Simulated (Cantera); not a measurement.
Source: NASA polynomial tables (part measured, part estimated), evaluated in Cantera. Values are per mole of reaction as written; species without (g) are pure solids or liquids, kept so even where they would boil at 1 bar.

a) 1.333 B + O₂(g) ⇌ 0.6667 B₂O₃(g)
b) Ta + O₂(g) ⇌ TaO₂(g)
c) Nb + O₂(g) ⇌ NbO₂(g)
d) 2 Si + O₂(g) ⇌ 2 SiO(g)
e) 2 B + O₂(g) ⇌ B₂O₂(g)
f) 1.2 Ti + O₂(g) ⇌ 0.4 Ti₃O₅
g) V + O₂(g) ⇌ VO₂(g)

Q: Order these by ΔG° at 2873 K, most negative first.

A: d (-590 kJ), f (-519 kJ), e (-492 kJ), a (-461 kJ), g (-275 kJ), b (-266 kJ), c (-257 kJ)
